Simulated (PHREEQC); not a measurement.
Solution (25 °C): 0.048 mol HBr, 0.025 mol CaCl2 and 0.025 mol MgCl2 per kg of water. Closed to the air; pH follows from the charge balance.

Computed with PHREEQC (ion-association model, wateq4f.dat).

```yaml
pH: 1.42
ionic_strength: 0.198 mol/kgw
total_alkalinity: -48.0 meq/kg
```

| species | molality | activity | log γ |
|---|---|---|---|
| Cl- | 0.100 | 0.0713 | -0.147 |
| H+ | 0.0480 | 0.0383 | -0.098 |
| Br- | 0.0480 | 0.0358 | -0.127 |
| Ca+2 | 0.0250 | 0.00806 | -0.492 |
| Mg+2 | 0.0250 | 0.00860 | -0.464 |

This is a speciation only: nothing precipitates in the calculation.
